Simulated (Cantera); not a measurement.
# Ignition delay

Mixture: C₃H₈ : O₂ : N₂ = 1 : 9.09 : 34.2 (molar parts), equivalence ratio 0.55, at 5.00 bar, adiabatic and at constant pressure. Ignition delay is the time to a rise of 400 K.

Detailed kinetics in Cantera: GRI-Mech 3.0 (53 species, 325 reactions). GRI-Mech 3.0 was tuned for natural gas; its chemistry of propane as a main component is partial and can be far from experiment.

```
T0 (K)  delay (ms)
------  ----------
1348         0.196
1423        0.0700
1498        0.0298
1573        0.0148
1648       0.00843
```

* **apparent activation energy between 1498 and 1648 K**: 170 kJ/mol
